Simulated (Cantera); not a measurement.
An isothermal, constant-pressure homogeneous reactor starts with 38.7 % H2, 61.3 % O2, equivalence ratio 0.32, at 1325 K and 530 Pa.

Model: the H2/O2 subset of GRI-Mech 3.0, which has no nitrogen chemistry, integrated in Cantera. Radical loss at walls, strong at low pressure, is not modelled. The temperature is held fixed by assumption; the heat of reaction is taken as removed at once.

x: mole fraction; the columns are a selection and need not sum to one.

```
t (s)        x H2   x O2       x H    x H2O2     x H2O      x OH    x HO2
--------  -------  -----  --------  --------  --------  --------  -------
0.000200    0.387  0.613   3.02e-7  4.88e-10   2.52e-7   6.84e-8  1.47e-7
0.000843    0.386  0.613  0.000220       [?]  0.000296   5.28e-5  6.66e-7
0.00356    0.0308  0.423     0.158       [?]     0.269    0.0203  2.81e-6
0.0150     0.0290  0.435     0.134       [?]     0.295    0.0200  3.06e-6
0.0632     0.0190  0.475    0.0566       [?]     0.385    0.0169  3.83e-6
0.267     0.00207  0.515   0.00172       [?]     0.470   0.00578  2.60e-6
1.12      9.42e-5  0.520   1.66e-5       [?]     0.478   0.00124  3.12e-7
4.74      9.82e-6  0.521   5.62e-7       [?]     0.479  0.000402  5.78e-8
20.0      1.93e-6  0.521   4.93e-8       [?]     0.479  0.000179  4.88e-8
```

### Question
What belongs in the gaps?

### Answer

- 0.000843, x H2O2: 8.35e-9
- 0.00356, x H2O2: 1.51e-7
- 0.0150, x H2O2: 1.73e-7
- 0.0632, x H2O2: 2.45e-7
- 0.267, x H2O2: 1.65e-7
- 1.12, x H2O2: 3.29e-8
- 4.74, x H2O2: 7.16e-9
- 20.0, x H2O2: 2.20e-9
